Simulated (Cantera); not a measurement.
An adiabatic, constant-pressure homogeneous reactor starts with CH₄ : O₂ : N₂ = 1 : 1.11 : 4.18 (molar parts), equivalence ratio 1.8, at 1550 K and 2.10 bar. Integrator tolerance rtol = 1e-08.

Model: GRI-Mech 3.0 (53 species, 325 reactions), integrated in Cantera.

### Question
What does this change do: initial temperature 1550 to 1175 K?

### Answer
```json
[
 {"quantity": "time of steepest temperature rise", "before": "0.531 ms", "after": "46.3 ms"},
 {"quantity": "temperature at 0.100 s", "before": "2651 K", "after": "2371 K"},
 {"quantity": "equilibrium temperature", "before": "2651 K", "after": "2371 K"},
 {"quantity": "x(CH₄) at 0.100 s", "before": "1.25e-11 (gas-phase equilibrium 1.42e-11)", "after": "4.26e-11 (gas-phase equilibrium 4.81e-11)"},
 {"quantity": "x(O₂) at 0.100 s", "before": "9.01e-5 (gas-phase equilibrium 9.01e-5)", "after": "5.82e-6 (gas-phase equilibrium 5.82e-6)"},
 {"quantity": "x(NO) at 0.100 s", "before": "0.000526 (gas-phase equilibrium 0.000526)", "after": "8.36e-5 (gas-phase equilibrium 8.22e-5)"},
 {"quantity": "x(CH₂O) at 0.100 s", "before": "1.24e-8 (gas-phase equilibrium 1.24e-8)", "after": "1.27e-8 (gas-phase equilibrium 1.27e-8)"},
 {"quantity": "x(HCO) at 0.100 s", "before": "3.29e-7 (gas-phase equilibrium 3.29e-7)", "after": "1.47e-7 (gas-phase equilibrium 1.47e-7)"},
 {"quantity": "x(H₂O) at 0.100 s", "before": "0.144 (gas-phase equilibrium 0.144)", "after": "0.146 (gas-phase equilibrium 0.146)"},
 {"quantity": "x(OH) at 0.100 s", "before": "0.00325 (gas-phase equilibrium 0.00325)", "after": "0.000692 (gas-phase equilibrium 0.000692)"}
]
```

### Question
What does this change do: constant volume in place of constant pressure?

### Answer
```
quantity                                                              before                                      after
---------------------------------  -----------------------------------------  -----------------------------------------
time of steepest temperature rise                                   0.531 ms                                   0.486 ms
temperature at 0.100 s                                                2651 K                                     2896 K
equilibrium temperature                                               2651 K                                     2896 K
x(CH₄) at 0.100 s                  1.25e-11 (gas-phase equilibrium 1.42e-11)  2.56e-11 (gas-phase equilibrium 2.90e-11)
x(O₂) at 0.100 s                     9.01e-5 (gas-phase equilibrium 9.01e-5)  0.000283 (gas-phase equilibrium 0.000283)
x(NO) at 0.100 s                   0.000526 (gas-phase equilibrium 0.000526)    0.00132 (gas-phase equilibrium 0.00132)
x(CH₂O) at 0.100 s                   1.24e-8 (gas-phase equilibrium 1.24e-8)    2.66e-8 (gas-phase equilibrium 2.66e-8)
x(HCO) at 0.100 s                    3.29e-7 (gas-phase equilibrium 3.29e-7)    8.62e-7 (gas-phase equilibrium 8.62e-7)
x(H₂O) at 0.100 s                        0.144 (gas-phase equilibrium 0.144)        0.140 (gas-phase equilibrium 0.140)
x(OH) at 0.100 s                     0.00325 (gas-phase equilibrium 0.00325)    0.00653 (gas-phase equilibrium 0.00653)
```
